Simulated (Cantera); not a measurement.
What does this Cantera script print?

```python
import numpy as np
import cantera as ct

gas = ct.Solution("gri30.yaml")
gas.TPX = 425, 150000, {'CH4': 1, 'O2': 1.54, 'N2': 4.62}
flame = ct.FreeFlame(gas, width=0.03)
flame.set_refine_criteria(ratio=3, slope=0.08, curve=0.16)
flame.transport_model = "mixture-averaged"
flame.solve(loglevel=0, auto=True)
z, T = flame.grid, flame.T
thick = (T[-1] - T[0]) / np.gradient(T, z).max()
show = ['CH4', 'O2', 'CO2', 'CO', 'H2O2', 'C2H']
print(f"laminar burning velocity  {flame.velocity[0] * 100:.3f} cm/s")
print(f"burnt temperature         {T[-1]:.1f} K")
print(f"thermal thickness         {thick * 1e3:.4f} mm")
print(f"grid points               {len(z)}")
z0 = z[flame.heat_release_rate.argmax()]
print(f"{'z/mm':>9s}{'T/K':>9s}{'u/(m/s)':>9s}" + "".join(f"{s:>11s}" for s in show))
rows = []
for k in (-3, -2, -1.5, -1, -0.5, -0.25, 0, 0.25, 0.5, 1, 2, 4, 8):
    zz = z0 + k * thick
    rows.append([k * thick, np.interp(zz, z, T), np.interp(zz, z, flame.velocity),
                 *(np.interp(zz, z, flame.X[gas.species_index(s)]) for s in show)])
    print(f"{rows[-1][0] * 1e3:9.3f}{rows[-1][1]:9.1f}{rows[-1][2]:9.3f}" + "".join(f"{x:11.3e}" for x in rows[-1][3:]))
```

Result:

```
laminar burning velocity  67.460 cm/s
burnt temperature         2339.9 K
thermal thickness         0.2578 mm
grid points               153
     z/mm      T/K  u/(m/s)        CH4         O2        CO2         CO       H2O2        C2H
   -0.773    425.1    0.676  1.394e-01  2.147e-01  8.137e-08  2.283e-06  7.525e-09  8.119e-28
   -0.516    427.3    0.682  1.387e-01  2.138e-01  2.189e-06  3.992e-05  1.310e-07  4.884e-24
   -0.387    439.6    0.705  1.369e-01  2.120e-01  2.339e-05  2.945e-04  9.357e-07  2.796e-21
   -0.258    547.2    0.890  1.279e-01  2.031e-01  4.272e-04  3.158e-03  7.723e-06  8.971e-17
   -0.129   1099.7    1.835  8.569e-02  1.533e-01  5.621e-03  2.527e-02  2.039e-05  1.828e-10
   -0.064   1564.2    2.652  4.607e-02  1.009e-01  1.361e-02  5.091e-02  7.865e-06  5.356e-08
    0.000   1960.7    3.366  1.216e-02  4.647e-02  2.549e-02  7.683e-02  2.342e-06  1.605e-06
    0.064   2143.2    3.687  1.460e-03  1.627e-02  3.738e-02  8.476e-02  4.809e-07  2.547e-06
    0.129   2194.6    3.766  1.257e-04  5.889e-03  4.617e-02  8.117e-02  1.720e-07  6.656e-07
    0.258   2223.1    3.799  1.203e-06  1.883e-03  5.405e-02  7.506e-02  1.098e-07  1.609e-08
    0.516   2250.8    3.837  1.255e-09  1.128e-03  5.675e-02  7.290e-02  8.477e-08  3.514e-11
    1.031   2282.2    3.883  4.137e-13  6.922e-04  5.701e-02  7.289e-02  6.020e-08  7.784e-15
    2.063   2310.7    3.925  2.069e-13  3.560e-04  5.701e-02  7.311e-02  3.690e-08  8.178e-19
```

Model: GRI-Mech 3.0 (53 species, 325 reactions), integrated in Cantera. Burning velocities carry a grid error of a few per cent, more on coarse grids.
